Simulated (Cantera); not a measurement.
Input: 1 mol B, 0.7 mol HCl, 1.4 mol N₂, held at 1173 K and 0.540 bar.

Method: chemical equilibrium by Gibbs-energy minimisation in Cantera with the NASA 1993 tables (ideal gas, pure condensed phases). Candidate condensed phases: B, BN, NH₄Cl; 21 gas species. N₂ is the only nitrogen source here; it is nearly inert below about 1500 K, so the nitride shown seldom forms there in practice. Gases not in the tables: BHCl₂. Rates play no part.

Base state: N₂ 0.564, HCl 0.427, H₂ 0.00537, BCl₃ 0.00358 (mole fractions); condensed: BN(s).

Question: What changes in the equilibrium state with this change: B replaced by MgO?

Answer: 
```json
[
 {"species": "N₂", "before": "0.564", "after": "0.667"},
 {"species": "HCl", "before": "0.427", "after": "0.323"},
 {"species": "MgCl₂", "before": "0", "after": "0.00501"},
 {"species": "H₂", "before": "0.00537", "after": "1.31e-5"},
 {"species": "BCl₃", "before": "0.00358", "after": "0"},
 {"species": "H₂O", "before": "0", "after": "0.00501"},
 {"species": "Cl", "before": "8.17e-7", "after": "1.26e-5"},
 {"species": "BN(s), mol", "before": "0.994", "after": "0"},
 {"species": "MgO(s), mol", "before": "0", "after": "0.989"}
]
```
Further candidate phases: H₂O, Mg, MgCl₂, MgO, Mg(OH)₂.
